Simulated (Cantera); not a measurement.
Cantera run, input and output.

```python
import numpy as np
import cantera as ct

gas = ct.Solution("gri30.yaml")
gas.TPX = 775, 13332, {'H2': 0.42, 'O2': 1, 'N2': 1.3}
reactor = ct.IdealGasConstPressureReactor(gas, energy="off", clone=False)
net = ct.ReactorNet([reactor])
net.rtol, net.atol = 1e-08, 1e-18
show = ['H2', 'O2', 'NO2', 'H2O', 'N2O']
times = np.geomspace(5e-06, 300, 15)

steps = ct.SolutionArray(gas, extra=["t"])
rows = []
print(f"{'t/s':>10s}{'T/K':>9s}{'P/Pa':>11s}" + "".join(f"{s:>11s}" for s in show))
for t in times:
    while net.time < t:
        t_next = net.step()
        steps.append(gas.state, t=t_next)
    rows.append([np.interp(t, steps.t, y) for y in (steps.T, steps.P, *steps(*show).X.T)])
    print(f"{t:10.3e}{rows[-1][0]:9.1f}{rows[-1][1]:11.4g}" + "".join(f"{x:11.3e}" for x in rows[-1][2:]))
rate = np.gradient(steps.T, steps.t)
print("integrator steps:", len(steps.t))
if steps.T.max() > steps.T[0] + 200:
    print(f"time of steepest temperature rise: {steps.t[rate.argmax()]:.4e} s")
gas.TPX = 775, 13332, {'H2': 0.42, 'O2': 1, 'N2': 1.3}
gas.equilibrate("TP")
print(f"equilibrium (TP): T = {gas.T:.1f} K  " + "  ".join(f"{s} {gas[s].X[0]:.3e}" for s in show))
```

Output:

```
       t/s      T/K       P/Pa         H2         O2        NO2        H2O        N2O
 5.000e-06    775.0  1.333e+04  1.544e-01  3.676e-01  3.085e-48  2.442e-17  5.303e-26
 1.797e-05    775.0  1.333e+04  1.544e-01  3.676e-01  8.886e-46  6.314e-16  1.163e-24
 6.459e-05    775.0  1.333e+04  1.544e-01  3.676e-01  7.528e-43  1.237e-14  3.819e-23
 2.321e-04    775.0  1.333e+04  1.544e-01  3.676e-01  7.546e-40  1.754e-13  8.804e-22
 8.343e-04    775.0  1.333e+04  1.544e-01  3.676e-01  4.618e-37  1.766e-12  1.077e-20
 2.998e-03    775.0  1.333e+04  1.544e-01  3.676e-01  9.817e-35  1.072e-11  6.898e-20
 1.078e-02    775.0  1.333e+04  1.544e-01  3.676e-01  7.551e-33  4.492e-11  2.978e-19
 3.873e-02    775.0  1.333e+04  1.544e-01  3.676e-01  4.291e-31  1.724e-10  1.228e-18
 1.392e-01    775.0  1.333e+04  1.544e-01  3.676e-01  2.484e-29  6.924e-10  6.026e-18
 5.003e-01    775.0  1.333e+04  1.544e-01  3.676e-01  2.402e-27  3.528e-09  4.586e-17
 1.798e+00    775.0  1.333e+04  1.544e-01  3.676e-01  1.779e-24  3.970e-08  7.817e-16
 6.462e+00    775.0  1.333e+04  1.544e-01  3.676e-01  2.022e-20  2.121e-06  4.196e-14
 2.323e+01    775.0  1.333e+04  1.543e-01  3.676e-01  4.073e-18  6.680e-05  7.397e-13
 8.347e+01    775.0  1.333e+04  1.491e-01  3.655e-01  3.071e-15  5.009e-03  2.260e-11
 3.000e+02    775.0  1.333e+04  1.108e-01  3.523e-01  3.234e-14  4.632e-02  1.709e-10
integrator steps: 785
equilibrium (TP): T = 775.0 K  H2 1.290e-14  O2 3.147e-01  NO2 2.339e-07  H2O 1.673e-01  N2O 4.274e-11
```

Computed with Cantera and GRI-Mech 3.0 (53 species, 325 reactions). Radical loss at walls, strong at low pressure, is not modelled. Below about 950 K walls govern HO2 and H2O2 in real vessels. The temperature is held fixed by assumption; the heat of reaction is taken as removed at once.
